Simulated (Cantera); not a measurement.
An isothermal, constant-pressure homogeneous reactor starts with NO : N₂ : H₂O = 1 : 4.3 : 0.23 (molar parts), at 1975 K and 0.0263 atm.

Model: GRI-Mech 3.0 (53 species, 325 reactions), integrated in Cantera. Radical loss at walls, strong at low pressure, is not modelled.

### Question
Predict: x(NO) at 20.0 s; x(O) at 20.0 s; x(NO₂) at 20.0 s; x(N₂) at 20.0 s; x(O₂) at 20.0 s.

### Answer
```
Quantity                                             Value
----------------  ----------------------------------------
x(NO) at 20.0 s     0.0468 (gas-phase equilibrium 0.00483)
x(O) at 20.0 s    0.000875 (gas-phase equilibrium 0.00100)
x(NO₂) at 20.0 s   7.69e-6 (gas-phase equilibrium 9.12e-7)
x(N₂) at 20.0 s        0.844 (gas-phase equilibrium 0.864)
x(O₂) at 20.0 s      0.0661 (gas-phase equilibrium 0.0869)
```
